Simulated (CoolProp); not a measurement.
A Linde-Hampson liquefier for ethane: isothermal reversible compression at 320 K from 1 atm to 15 MPa, throttling to 1 atm, return gas leaving the recuperator 5 K below the feed. Each further row changes one setting.

Computed with CoolProp (reference Helmholtz-energy equation of state, Bücker 2006).

```tsv
case	liquid yield per pass	compression work (kJ/kg of gas)
as stated	?	353
high pressure 30 MPa	0.460	?
warm-end temperature 350 K	?	?
warm-end gap 10 K	?	353
```

Problem. What belongs in the gaps?

Solution. 
- as stated, liquid yield per pass: 0.450
- high pressure 30 MPa, compression work (kJ/kg of gas): 390
- warm-end temperature 350 K, liquid yield per pass: 0.351
- warm-end temperature 350 K, compression work (kJ/kg of gas): 414
- warm-end gap 10 K, liquid yield per pass: 0.443
